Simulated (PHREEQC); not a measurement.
A solution holds 0.0097 mol/kgw HCl, 0.21 mol/kgw ZnSO4 and 0.055 mol/kgw Na2SO4, at 20 °C. Closed to the air; pH follows from the charge balance.

All values are PHREEQC results (ion-association model, wateq4f.dat), not measurements.

Each row changes one thing in this solution. Precipitation was switched off in this run.

```
case                                            pH  ionic strength (mol/kgw)  Zn+2 (mol/kgw)  SO4-2 (mol/kgw)  ZnSO4 (mol/kgw)  Zn(SO4)2-2 (mol/kgw)  SI of Goslarite (ZnSO4:7H2O)  SI of Zincite(c) (ZnO)
--------------------------------------------  ----  ------------------------  --------------  ---------------  ---------------  --------------------  ----------------------------  ----------------------
as made                                       2.57                     0.496          0.0876           0.0839           0.0778                0.0442                         -1.43                   -7.93
HCl left out                                  5.61                     0.489          0.0856           0.0858           0.0785                0.0458                         -1.43                   -1.86
temperature from 20 to 30 °C                  2.63                     0.491          0.0866           0.0840           0.0804                0.0424                         -1.53                   -7.29
ZnSO4 replaced by ZnCl2 at the same molality  2.27                     0.606           0.147           0.0192           0.0252               0.00298                         -1.93                   -8.33
Na2SO4 left out                               2.50                     0.398          0.0996           0.0607           0.0761                0.0338                         -1.45                   -7.99
diluted 100-fold with water                   4.11                   0.00847         0.00169          0.00221         0.000403               7.60e-6                         -3.75                   -6.13
ZnSO4 from 0.21 to 0.042 mol/kgw              2.50                     0.217          0.0170           0.0517           0.0174               0.00743                         -2.10                   -8.68
temperature from 20 to 35 °C                  2.66                     0.488          0.0861           0.0841           0.0815                0.0416                         -1.58                   -6.98
```
